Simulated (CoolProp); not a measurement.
Fluoroethane (R161) at 298.15 K and 1.49 MPa is throttled through a valve to 0.0436 MPa with no heat exchange. Each further row changes one setting.

Computed with CoolProp (reference Helmholtz-energy equation of state, Wu 2012).

```csv
case,temperature change (K),final phase,final density (kg/m³)
as stated,-79.4,"two-phase, vapour fraction 0.373",___
outlet pressure 0.0131 MPa,___,"two-phase, vapour fraction 0.439",0.872
outlet pressure 0.0567 MPa,___,"two-phase, vapour fraction 0.355",___
```

Q: Some entries are withheld; supply them.

A: 
- as stated, final density (kg/m³): 3.14
- outlet pressure 0.0131 MPa, temperature change (K): -99.2
- outlet pressure 0.0567 MPa, temperature change (K): -74.5
- outlet pressure 0.0567 MPa, final density (kg/m³): 4.21
